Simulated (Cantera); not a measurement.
Charge: 1 mol AlI3, 19 mol O2, 80 mol N2, equilibrated at 1000 Pa.

These are equilibrium values from Cantera (NASA tables, ideal gas, pure condensed phases), not measurements of a reactor. Candidate condensed phases: Al, AlI3, AlN, Al2O3, I2; 21 gas species. Rates play no part.

x: gas mole fraction; n: condensed amount in mol.

```tsv
T (°C)	x N2	x O2	x I	x NO	x I2	x O	n Al2O3(s)
777	0.791	0.180	0.0276	4.90e-5	0.00102	2.84e-9	0.500
827	0.790	0.180	0.0287	?	?	?	0.500
877	0.790	0.180	0.0291	0.000122	0.000246	3.53e-8	0.500
927	0.790	0.180	0.0294	0.000181	0.000127	1.06e-7	0.500
977	0.790	0.180	0.0295	0.000262	6.91e-5	2.94e-7	0.500
1027	0.790	0.180	0.0296	?	?	?	0.500
1077	0.790	0.180	0.0296	0.000502	2.30e-5	1.79e-6	0.500
1127	0.790	0.180	0.0296	0.000671	1.41e-5	4.01e-6	0.500
1177	0.790	0.180	0.0296	0.000880	8.90e-6	8.52e-6	0.500
1227	0.790	0.180	0.0296	0.00113	5.80e-6	1.72e-5	0.500
1277	0.789	0.180	0.0296	0.00143	3.88e-6	3.32e-5	0.500
1327	0.789	0.179	0.0296	0.00179	2.66e-6	6.14e-5	0.500
```

**Question.** Some entries are withheld; supply them.

**Answer.** 
- 827, x NO: 7.89e-5
- 827, x I2: 0.000495
- 827, x O: 1.06e-8
- 1027, x NO: 0.000367
- 1027, x I2: 3.91e-5
- 1027, x O: 7.51e-7
